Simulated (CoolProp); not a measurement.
Vapour-liquid equilibrium of CHF3 (R23) (1) + R134a (2) at 275 K; x and y are mole fractions of (1).

Values from CoolProp's multi-fluid Helmholtz-energy mixture model, Penoncello 2003 and Tillner-Roth 1994; pair parameters Bell 2016.

Problem. Give the bubble pressure and the first vapour's composition at x = 0.05, 0.2, 0.65. Is there an azeotrope?

Solution. x = 0.05: 402.8 kPa, y = 0.241; x = 0.2: 680.4 kPa, y = 0.589; x = 0.65: 1639 kPa, y = 0.900. No azeotrope shows between x = 0.05 and 0.95.

Pair parameters are fitted to limited data, so mixtures are less certain than the pure fluids.
